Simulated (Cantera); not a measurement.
Input (Python, Cantera):

```python
import numpy as np
import cantera as ct

gas = ct.Solution("SiF4_NH3_mec.yaml", "gas")
gas.TPX = 2050, 1333, {'NH3': 1, 'N2': 0.18}
inlet = ct.Reservoir(gas, clone=True)

reactor = ct.IdealGasConstPressureReactor(gas, energy="off", clone=False)
exhaust = ct.Reservoir(gas, clone=True)
tau = [0.7, 0.34, 0.17, 0.082, 0.04, 0.019, 0.0095, 0.0046, 0.0023, 0.0011, 0.00054][0]
for a, b in ((inlet, reactor), (reactor, exhaust)):
    ct.MassFlowController(a, b, mdot=lambda t: reactor.mass / tau)
net = ct.ReactorNet([reactor])
show = ['NH3', 'N', 'N2H4', 'NH', 'N2']

rows = []
print(f"{'tau/s':>10s}{'T/K':>9s}" + "".join(f"{s:>11s}" for s in show))
for tau in [0.7, 0.34, 0.17, 0.082, 0.04, 0.019, 0.0095, 0.0046, 0.0023, 0.0011, 0.00054]:
    net.initial_time = 0.0
    net.advance(30 * tau)
    before = gas.X
    net.advance(40 * tau)
    drift = np.max(np.abs(gas.X - before) / (gas.X + 1e-9))
    rows.append([gas.T, *gas[show].X, drift])
    print(f"{tau:10.3e}{gas.T:9.1f}" + "".join(f"{x:11.3e}" for x in gas[show].X))
```

Output:

```
     tau/s      T/K        NH3          N       N2H4         NH         N2
 7.000e-01   2050.0  3.792e-01  2.057e-06  4.891e-09  2.791e-05  2.402e-01
 3.400e-01   2050.0  5.270e-01  1.765e-06  7.945e-09  2.952e-05  2.123e-01
 1.700e-01   2050.0  6.505e-01  1.346e-06  1.116e-08  2.885e-05  1.890e-01
 8.200e-02   2050.0  7.415e-01  8.454e-07  1.429e-08  2.596e-05  1.718e-01
 4.000e-02   2050.0  7.943e-01  4.394e-07  1.641e-08  2.191e-05  1.618e-01
 1.900e-02   2050.0  8.232e-01  1.883e-07  1.652e-08  1.755e-05  1.564e-01
 9.500e-03   2050.0  8.366e-01  7.517e-08  1.379e-08  1.348e-05  1.539e-01
 4.600e-03   2050.0  8.432e-01  2.458e-08  8.204e-09  8.712e-06  1.528e-01
 2.300e-03   2050.0  8.458e-01  7.887e-09  3.150e-09  4.208e-06  1.525e-01
 1.100e-03   2050.0  8.468e-01  2.580e-09  8.044e-10  1.362e-06  1.525e-01
 5.400e-04   2050.0  8.471e-01  6.666e-10  1.965e-10  3.598e-07  1.525e-01
```

Computed with Cantera and the gas-phase N/H chemistry of the illustrative SiF4/NH3 mechanism in the Surface Chemkin manual (1991). Walls and surfaces, which speed up NH3 decomposition in real reactors, are not modelled.
